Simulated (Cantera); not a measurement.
A closed system holds: 1 mol B, 0.32 mol N2, 71 mol H2, held at 18.0 Pa.

These are equilibrium values from Cantera (NASA tables, ideal gas, pure condensed phases), not measurements of a reactor. Candidate condensed phases: B, BN; 15 gas species. N2 is the only nitrogen source here; it is nearly inert below about 1500 K, so the nitride shown seldom forms there in practice. Mutual solubility and eutectic melting of coexisting phases are not modelled. Equilibrium is a limit: real reactors are often held back by kinetics, nucleation or transport.

Question: Which condensed phases are stable at each of these points (T (K)): 973, 1173, 1373, 1573, 1773, 1973, 2173, 2373?

Answer: 
| T (K) | condensed phases | B condensed (%) |
|---|---|---|
| 973 | B(s) + BN(s) | 100.0 |
| 1173 | B(s) + BN(s) | 100.0 |
| 1373 | B(s) + BN(s) | 100.0 |
| 1573 | B(s) + BN(s) | 99.9 |
| 1773 | B(s) | 99.2 |
| 1973 | B(s) | 93.7 |
| 2173 | B(s) | 3.3 |
| 2373 | gas only | 0.0 |

From 973 K to 1573 K the condensed part is B(s) + BN(s). From 1773 K to 2173 K the condensed part is B(s). At 2373 K nothing is condensed.
